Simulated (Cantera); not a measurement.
Cantera run, input and output.

```python
import numpy as np
import cantera as ct

gas = ct.Solution("gri30.yaml")


def delay(T, t_max=10):
    gas.TPX = T, 1000000, {'CH4': 1, 'C2H6': 0.11, 'O2': 1.7, 'N2': 9.2, 'H2O': 2.8}
    reactor = ct.IdealGasReactor(gas, clone=False)
    net = ct.ReactorNet([reactor])
    net.rtol, net.atol = 1e-8, 1e-16
    while net.time < t_max:
        t_old, T_old = net.time, reactor.T
        net.step()
        if reactor.T > T + 400:  # ignition: a rise of 400 K
            return t_old + (T + 400 - T_old) / (reactor.T - T_old) * (net.time - t_old)
    return np.nan


taus = []
for T in [1275, 1325, 1375, 1425, 1475, 1525, 1575]:
    taus.append(delay(T))
    print(f"T0 = {T:6g} K   tau = {taus[-1]:.4e} s")
```

Result:

```
T0 =   1275 K   tau = 5.8377e-04 s
T0 =   1325 K   tau = 3.7744e-04 s
T0 =   1375 K   tau = 2.5203e-04 s
T0 =   1425 K   tau = 1.7098e-04 s
T0 =   1475 K   tau = 1.1658e-04 s
T0 =   1525 K   tau = 7.9490e-05 s
T0 =   1575 K   tau = 5.4209e-05 s
```

Detailed kinetics in Cantera: GRI-Mech 3.0 (53 species, 325 reactions).
